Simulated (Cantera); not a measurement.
Metals in furnace atmospheres: Pb + H2O + N2

A closed system holds: 1 mol Pb, 1.3 mol H2O, 87 mol N2, equilibrated at 10.0 Torr.

Equilibrium computed with Cantera from the NASA thermochemical tables; the gas is ideal and each condensed phase is pure. Candidate condensed phases: H2O, Pb, PbO, PbO2, Pb3O4; 27 gas species. The numbers say what is thermodynamically allowed, not how fast it happens.

From 750 K to 950 K the condensed part is Pb(l). From 1150 K to 1950 K nothing is condensed. The main Pb-bearing gas is Pb throughout.

```tsv
T (K)	x N2	x H2O	x Pb	x H2	x PbO	n Pb(l)
750	0.985	0.0147	7.11e-7	7.14e-7	3.14e-10	1.000
950	0.985	0.0147	0.000377	2.67e-6	2.67e-6	0.966
1150	0.974	0.0145	0.0111	5.53e-5	5.53e-5	0
1350	0.974	0.0144	0.0111	0.000143	0.000142	0
1550	0.974	0.0143	0.0109	0.000292	0.000280	0
1750	0.974	0.0139	0.0108	0.000579	0.000409	0
1950	0.973	0.0129	0.0108	0.00130	0.000404	0
```
x: gas mole fraction; n: condensed amount in mol.
